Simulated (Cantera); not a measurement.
Thermodynamics of hydrogen reduction and annealing atmospheres, feed PbO + H₂

Feed: 1 mol PbO, 0.33 mol H₂, equilibrated at 3.15 Torr.

Method: chemical equilibrium by Gibbs-energy minimisation in Cantera with the NASA 1993 tables (ideal gas, pure condensed phases). Candidate condensed phases: H₂O, Pb, PbO, PbO₂, Pb₃O₄; 12 gas species. Gases not in the tables: (PbO)n polymers. Equilibrium is a limit: real reactors are often held back by kinetics, nucleation or transport.

From 1550 K to 2100 K nothing is condensed.

```json
[
 {"T (K)": "1550", "x Pb": "0.293", "x PbO": "0.440", "x H₂O": "0.241", "x O₂": "0.0254", "x OH": "0.000429"},
 {"T (K)": "1600", "x Pb": "0.312", "x PbO": "0.412", "x H₂O": "0.239", "x O₂": "0.0363", "x OH": "0.000692"},
 {"T (K)": "1650", "x Pb": "0.333", "x PbO": "0.382", "x H₂O": "0.235", "x O₂": "0.0485", "x OH": "0.00107"},
 {"T (K)": "1700", "x Pb": "0.356", "x PbO": "0.349", "x H₂O": "0.232", "x O₂": "0.0613", "x OH": "0.00160"},
 {"T (K)": "1750", "x Pb": "0.379", "x PbO": "0.316", "x H₂O": "0.228", "x O₂": "0.0743", "x OH": "0.00231"},
 {"T (K)": "1800", "x Pb": "0.401", "x PbO": "0.284", "x H₂O": "0.224", "x O₂": "0.0868", "x OH": "0.00325"},
 {"T (K)": "1850", "x Pb": "0.422", "x PbO": "0.253", "x H₂O": "0.220", "x O₂": "0.0987", "x OH": "0.00446"},
 {"T (K)": "1900", "x Pb": "0.442", "x PbO": "0.224", "x H₂O": "0.215", "x O₂": "0.110", "x OH": "0.00599"},
 {"T (K)": "1950", "x Pb": "0.460", "x PbO": "0.198", "x H₂O": "0.211", "x O₂": "0.119", "x OH": "0.00788"},
 {"T (K)": "2000", "x Pb": "0.475", "x PbO": "0.173", "x H₂O": "0.206", "x O₂": "0.128", "x OH": "0.0102"},
 {"T (K)": "2050", "x Pb": "0.489", "x PbO": "0.152", "x H₂O": "0.200", "x O₂": "0.135", "x OH": "0.0129"},
 {"T (K)": "2100", "x Pb": "0.500", "x PbO": "0.132", "x H₂O": "0.194", "x O₂": "0.141", "x OH": "0.0162"}
]
```
x: gas mole fraction; nothing condenses.
